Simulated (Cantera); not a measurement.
Source: NASA polynomial tables (part measured, part estimated), evaluated in Cantera. Values are per mole of reaction as written; species without (g) are pure solids or liquids, kept so even where they would boil at 1 bar. VN: taken at fixed stoichiometry.

Question: Between 1998 and 2198 K, where is each reaction favourable under standard conditions?
- V2O4 + 6 N(g) ⇌ 2 VN + 4 NO(g)

Answer: 
- V2O4 + 6 N(g) ⇌ 2 VN + 4 NO(g): ΔG° is -1111 kJ at 1998 K and -1053 kJ at 2198 K; it stays negative (K > 1). ΔH° is -1688 kJ and ΔS° -288 J/K at 2198 K.
